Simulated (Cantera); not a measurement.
Mixture: H₂ : O₂ : N₂ = 1 : 0.227 : 0.855 (molar parts), at 22.0 bar, adiabatic and at constant volume. Ignition delay is the time to a rise of 400 K.

Cantera simulation using the H2/O2 subset of GRI-Mech 3.0, which has no nitrogen chemistry; the numbers are that mechanism's predictions, not measurements. The hydrogen kinetics of GRI-Mech 3.0 are dated; newer H2 mechanisms differ, most at raised pressure. The pressure lies above the range GRI-Mech 3.0 was tuned for (to about 10 atm).

### Question
What does this change do: pressure from 22.0 bar to 0.790 bar?

### Answer
| quantity | before | after |
|---|---|---|
| delay at 1075 K | 0.830 ms | 0.152 ms |
| delay at 1225 K | 55.1 µs | 56.9 µs |
| delay at 1375 K | 3.30 µs | 30.7 µs |
| delay at 1525 K | 0.784 µs | 21.1 µs |
Where the delays flatten at high temperature, the 400 K rule measures the pace of heat release, not the induction time.
